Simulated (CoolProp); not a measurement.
R13 at 293.15 K and 7.65 MPa flows at 4.7 m/s in a round tube of 25 mm bore and 0.25 µm roughness, fully developed (64/Re and Nu = 3.66 if laminar; Colebrook and Gnielinski if turbulent). Each further row changes one setting.

The numbers come from the reference Helmholtz-energy equation of state, Platzer 1990 in CoolProp. This equation is an older, rougher fit; its heat capacities, sound speeds and derivatives of the liquid may be far off and weren't checked against measurements.

| case | Reynolds number | Darcy friction factor | pressure drop (Pa/m) | heat-transfer coefficient (W/(m² K)) | mass flow (kg/h) |
|---|---|---|---|---|---|
| as stated | 1390000 | 0.0113 | 5440 | 6460 | 9050 |
| velocity 9.4 m/s | 2780000 | 0.0103 | 19800 | 11900 | 18100 |
| diameter 50 mm | 2780000 | 0.0101 | 2420 | 5840 | 36200 |

Viscosity comes from a separate model (Huber 2003), an estimate that may be off by 10 % or more. Thermal conductivity comes from a separate model (Huber 2003), an estimate that may be off by 10 % or more.
